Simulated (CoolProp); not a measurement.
Vapour-liquid equilibrium of benzene (1) + n-decane (2) at 0.354 MPa; x and y are mole fractions of (1).

Model: multi-fluid Helmholtz-energy mixture model, Thol 2012 and Lemmon 2006; pair parameters Bell 2016, in CoolProp.

Q: Give the bubble temperature and the first vapour's composition at x = 0.2, 0.65, 0.95. Is there an azeotrope?

A: x = 0.2: 465.3 K, y = 0.613; x = 0.65: 418.2 K, y = 0.944; x = 0.95: 402.4 K, y = 0.994. No azeotrope shows between x = 0.05 and 0.95.

The pair parameters rest on a limited set of measurements; away from them the model extrapolates.
